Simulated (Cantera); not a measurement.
A Cantera script and what it prints.

```python
import numpy as np
import cantera as ct

gas_names = [...]  # 123 gases of nasa_gas.yaml made of C, H, O, Si
cond_names = """
    C(gr) C6H6(L) C7H8(L) C8H18(L),n-octa H2O(s) H2O(L) Si(cr) Si(L) SiC(b) SiO2(Lqz) SiO2(hqz) SiO2(L)
""".split()


# ... load() reads the species with a 1 bar reference pressure and builds the phases ...
atoms = {
    'SiC': {'Si': 1, 'C': 1},
    'O2': {'O': 2},
    'H2': {'H': 2},
    'H2O': {'H': 2, 'O': 1},
}
top_T = {'C(gr)': 4500, 'SiC(b)': 3050}  # K; cautious upper limits of use, not melting points


# ... equilibrate(T, P, feed) seeds the gas with the atoms and calls Mixture.equilibrate('TP', solver="vcs", rtol=1e-11, max_steps=5000) ...
results = []
feed = {'SiC': 1, 'O2': 0.0015, 'H2': 28, 'H2O': 0.3}  # mol
P = 1300  # Pa
for T in [1400, 1500, 1600, 1700, 1800, 1900, 2000, 2100]:
    mix = equilibrate(T, P, feed)
    results.append((T, P, feed, dict(zip(mix.species_names, mix.species_moles))))

top = {s: max(r[3][s] / sum(r[3][g] for g in gas_names) for r in results) for s in gas_names}
cols = sorted((s for s in top if top[s] > 0.0001), key=lambda s: -top[s])[:9]
seen = [c for c in cond_names if any(r[3].get(c, 0) > 1e-12 for r in results)]
print("log10 of partial pressures in bar; condensed amounts in mol")
print(f"{'T/K':>10s}" + "".join(f"{s[:9]:>10s}" for s in cols + seen))
for T, P, feed, n in results:
    ng = sum(n[g] for g in gas_names)
    print(f"{T:10.4g}" + "".join(f"{np.log10(max(n[s] / ng * P / 1e5, 1e-99)):10.3f}" for s in cols)
          + "".join(f"{n.get(c, 0):10.4g}" for c in seen))
```

Output:

```
log10 of partial pressures in bar; condensed amounts in mol
       T/K        H2         H        CO       SiO        Si       SiH      Si2C    SiC(b) SiO2(hqz)
      1400    -1.889    -6.257    -4.274    -4.667   -10.149   -10.395   -13.334    0.8833   0.06956
      1500    -1.891    -5.700    -4.162    -4.162    -8.761    -9.200   -11.579    0.8485         0
      1600    -1.891    -5.210    -4.162    -4.162    -7.721    -8.328   -10.219    0.8485         0
      1700    -1.891    -4.777    -4.162    -4.163    -6.804    -7.560    -9.023    0.8482         0
      1800    -1.892    -4.392    -4.159    -4.167    -5.993    -6.882    -7.967     0.847         0
      1900    -1.894    -4.047    -4.145    -4.184    -5.280    -6.289    -7.036    0.8414         0
      2000    -1.898    -3.738    -4.097    -4.248    -4.682    -5.800    -6.244    0.8205         0
      2100    -1.905    -3.459    -4.002    -4.448    -4.239    -5.457    -5.627    0.7683         0
```

These are equilibrium values from Cantera (NASA tables, ideal gas, pure condensed phases), not measurements of a reactor. Mutual solubility and eutectic melting of coexisting phases are not modelled. The tables hold silica as quartz up to 1696 K and as liquid above; real silica turns to tridymite and cristobalite and melts near 1996 K. Gases not in the tables: Si2H6 and higher silanes.
